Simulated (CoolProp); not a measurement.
A single-stage vapour-compression cycle with the fluid: evaporating at 287.15 K (dew point), condensing at 356.15 K (bubble point), superheat 5 K, subcooling 8 K, compressor efficiency 0.75, no pressure losses. The same conditions are run with several fluids, on thermodynamics alone (safety and materials aside).

Model: reference Helmholtz-energy equation of state of each fluid (c-C4F8 (RC318): Platzer 1990; the fluoroketone C6F12O (FK-5-1-12): McLinden 2015; tetrahydrofuran: Fiedler 2023; R152A: Outcalt 1996; n-perfluoropentane: Gao 2022; R1336mzz(E): Akasaka 2023), in CoolProp. The equations of Platzer and Polt are older, rougher fits.

Task: Rank c-C4F8 (RC318), the fluoroketone C6F12O (FK-5-1-12), tetrahydrofuran, R152A, n-perfluoropentane, R1336mzz(E) by cooling COP, highest first.

Result: tetrahydrofuran (2.68), R152A (2.22), R1336mzz(E) (2.03), c-C4F8 (RC318) (1.62), the fluoroketone C6F12O (FK-5-1-12) (1.57), n-perfluoropentane (1.54)

```csv
fluid,pressure ratio,discharge temperature (K),refrigerating effect (kJ/kg),volumetric capacity (kJ/m³)
c-C4F8 (RC318),6.63,356.1,41.5,798
the fluoroketone C6F12O (FK-5-1-12),11.6,356.2,33.8,112
tetrahydrofuran,13.1,398.4,349,136
R152A,5.87,389.4,181,2330
n-perfluoropentane,9.22,356.1,32.6,223
R1336mzz(E),7.91,356.2,76.3,704
```

The compression ends wet for: c-C4F8 (RC318); the fluoroketone C6F12O (FK-5-1-12); n-perfluoropentane; R1336mzz(E).
